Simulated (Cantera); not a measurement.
Feed: 1 mol Si, 0.82 mol CO₂, 33 mol CO, held at 1698.15 K and 0.0133 bar.

Method: chemical equilibrium by Gibbs-energy minimisation in Cantera with the NASA 1993 tables (ideal gas, pure condensed phases). Candidate condensed phases: C, Si, SiC, SiO₂; 20 gas species. Kinetics and transport are ignored.

Base state: CO 0.974, SiO 0.0263 (mole fractions); condensed: SiC(s).

Task: What changes in the equilibrium state with this change: temperature from 1698.15 K to 1000 K?

Result: 
| species | before | after |
|---|---|---|
| CO | 0.974 | 0.993 |
| CO₂ | 4.65e-6 | 0.00745 |
| SiO | 0.0263 | <1e-9 |
| SiC(s), mol | 0.0900 | 0 |
| C(graphite), mol | 0 | 1.42 |
| SiO₂(β-quartz), mol | 0 | 1.00 |
